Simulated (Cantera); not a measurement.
An adiabatic, constant-pressure homogeneous reactor starts with 12.3 % CH4, 0.443 % C2H6, 21.8 % O2, 65.5 % N2, equivalence ratio 1.2, at 1000 K and 5.80 bar.

Computed with Cantera and GRI-Mech 3.0 (53 species, 325 reactions).

One state of this run: T (K) = 2753; x CH4 = <1e-12; x C2H6 = <1e-12; x O2 = 0.00254; x H = 0.00509; x H2O2 = 2.90e-7; x C2H4 = <1e-12; x NO = 0.00336. x: mole fraction; the columns are a selection and need not sum to one.

Task: Which value of t (s) does it belong to?
A. 0.000102
B. 0.700
C. 0.0368
D. 5.34e-6

Result: B, 0.700
